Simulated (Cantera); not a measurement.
# Pyrogenic steam for wet oxidation

An isothermal, constant-pressure homogeneous reactor starts with H2 : O2 : N2 = 1.3 : 0.6 : 3.6 (molar parts), at 973 K and 203 Torr.

Model: GRI-Mech 3.0 (53 species, 325 reactions), integrated in Cantera. The temperature is held fixed by assumption; the heat of reaction is taken as removed at once.

```json
[
 {"t (s)": "0.000800", "x H2": "0.236", "x O2": "0.109", "x H2O2": "1.85e-7", "x NO": "3.61e-12", "x OH": "8.47e-6", "x H": "0.000229", "x HO2": "2.16e-5"},
 {"t (s)": "0.00194", "x H2": "0.0269", "x O2": "0.00551", "x H2O2": "2.72e-7", "x NO": "1.26e-6", "x OH": "0.000323", "x H": "0.00959", "x HO2": "3.65e-6"},
 {"t (s)": "0.00472", "x H2": "0.0197", "x O2": "0.000348", "x H2O2": "4.18e-8", "x NO": "1.35e-6", "x OH": "6.74e-5", "x H": "0.00283", "x HO2": "2.42e-7"},
 {"t (s)": "0.0115", "x H2": "0.0200", "x O2": "2.85e-5", "x H2O2": "1.29e-8", "x NO": "1.36e-6", "x OH": "2.26e-5", "x H": "0.00103", "x HO2": "2.00e-8"},
 {"t (s)": "0.0279", "x H2": "0.0202", "x O2": "3.09e-6", "x H2O2": "4.80e-9", "x NO": "1.35e-6", "x OH": "8.59e-6", "x H": "0.000398", "x HO2": "2.20e-9"},
 {"t (s)": "0.0678", "x H2": "0.0203", "x O2": "4.14e-7", "x H2O2": "1.86e-9", "x NO": "1.34e-6", "x OH": "3.41e-6", "x H": "0.000159", "x HO2": "3.06e-10"},
 {"t (s)": "0.165", "x H2": "0.0204", "x O2": "6.38e-8", "x H2O2": "7.16e-10", "x NO": "1.32e-6", "x OH": "1.37e-6", "x H": "6.39e-5", "x HO2": "5.10e-11"},
 {"t (s)": "0.400", "x H2": "0.0204", "x O2": "1.09e-8", "x H2O2": "2.59e-10", "x NO": "1.26e-6", "x OH": "5.47e-7", "x H": "2.55e-5", "x HO2": "9.98e-12"},
 {"t (s)": "0.972", "x H2": "0.0204", "x O2": "2.05e-9", "x H2O2": "8.09e-11", "x NO": "1.17e-6", "x OH": "2.13e-7", "x H": "9.94e-6", "x HO2": "2.17e-12"},
 {"t (s)": "2.36", "x H2": "0.0204", "x O2": "4.19e-10", "x H2O2": "1.91e-11", "x NO": "1.07e-6", "x OH": "7.83e-8", "x H": "3.66e-6", "x HO2": "<1e-12"},
 {"t (s)": "5.74", "x H2": "0.0204", "x O2": "9.22e-11", "x H2O2": "3.04e-12", "x NO": "9.28e-7", "x OH": "2.64e-8", "x H": "1.23e-6", "x HO2": "<1e-12"},
 {"t (s)": "13.9", "x H2": "0.0204", "x O2": "2.33e-11", "x H2O2": "<1e-12", "x NO": "7.61e-7", "x OH": "8.77e-9", "x H": "4.09e-7", "x HO2": "<1e-12"},
 {"t (s)": "33.9", "x H2": "0.0204", "x O2": "6.24e-12", "x H2O2": "<1e-12", "x NO": "5.79e-7", "x OH": "3.74e-9", "x H": "1.75e-7", "x HO2": "<1e-12"},
 {"t (s)": "82.3", "x H2": "0.0204", "x O2": "1.22e-12", "x H2O2": "<1e-12", "x NO": "3.81e-7", "x OH": "2.35e-9", "x H": "1.10e-7", "x HO2": "<1e-12"},
 {"t (s)": "200", "x H2": "0.0204", "x O2": "<1e-12", "x H2O2": "<1e-12", "x NO": "1.80e-7", "x OH": "1.72e-9", "x H": "8.02e-8", "x HO2": "<1e-12"}
]
```
x: mole fraction; the columns are a selection and need not sum to one.

Equilibrium at this temperature and pressure: H2 0.0204, O2 <1e-12, H2O2 <1e-12, NO <1e-12, OH 6.41e-12, H 2.99e-10, HO2 <1e-12 (gas phase only).
